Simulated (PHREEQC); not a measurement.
Reverse-osmosis permeate: speciation

A made-up water analysis in mg/kgw, 20 °C, pH 6.12, pe 9.5: Na 2.26; K 4.42; Ca 0.291; Mg 0.344; Cl 2.96; S(6) as SO4 3.84; Alkalinity as HCO3 4.84; Ni 0.0114; Li 0.018.

Valence states are taken as typed.

Model: ion-association model, wateq4f.dat, run in PHREEQC.

Precipitation was switched off in this run.

Q: What charge-balance error does the model give?

A: charge-balance error 2.9 %.

Q: In which forms is C present?

A: CO2 64 %, HCO3- 36 % of the C.
